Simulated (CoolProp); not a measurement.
Vapour-liquid equilibrium of carbon monoxide (1) + methane (2) at -176.15 °C; x and y are mole fractions of (1).

The numbers come from the multi-fluid Helmholtz-energy mixture model, Lemmon 2006 and Setzmann 1991; pair parameters Kunz 2012 in CoolProp.

| x | bubble pressure (kPa) | y at the bubble point | dew pressure at overall composition x (kPa) | liquid density (mol/L) |
|---|---|---|---|---|
| 0.05 | 49.19 | 0.514 | 26.14 | 27.58 |
| 0.125 | ___ | 0.744 | 28.29 | 27.53 |
| 0.2 | 126.2 | 0.835 | ___ | ___ |
| 0.275 | 164.0 | 0.882 | 33.84 | 27.39 |
| 0.35 | 199.5 | ___ | 37.52 | 27.30 |
| 0.425 | 232.1 | 0.930 | 42.09 | 27.19 |
| 0.5 | 261.7 | 0.943 | 47.94 | 27.07 |
| 0.575 | 288.6 | 0.954 | 55.68 | 26.93 |
| 0.65 | 313.3 | ___ | ___ | 26.77 |
| 0.725 | 336.9 | 0.970 | ___ | 26.59 |
| 0.8 | 360.4 | 0.977 | 107.9 | 26.38 |
| 0.875 | 385.2 | 0.985 | 156.9 | 26.16 |
| 0.95 | ___ | 0.993 | 279.0 | 25.92 |

Question: Some entries are withheld; supply them.

Answer: 
- 0.125, bubble pressure (kPa): 87.44
- 0.2, dew pressure at overall composition x (kPa): 30.81
- 0.2, liquid density (mol/L): 27.46
- 0.35, y at the bubble point: 0.911
- 0.65, y at the bubble point: 0.962
- 0.65, dew pressure at overall composition x (kPa): 66.39
- 0.725, dew pressure at overall composition x (kPa): 82.20
- 0.95, bubble pressure (kPa): 412.6

No azeotrope shows between x = 0.05 and 0.95.

The pair parameters rest on a limited set of measurements; away from them the model extrapolates.
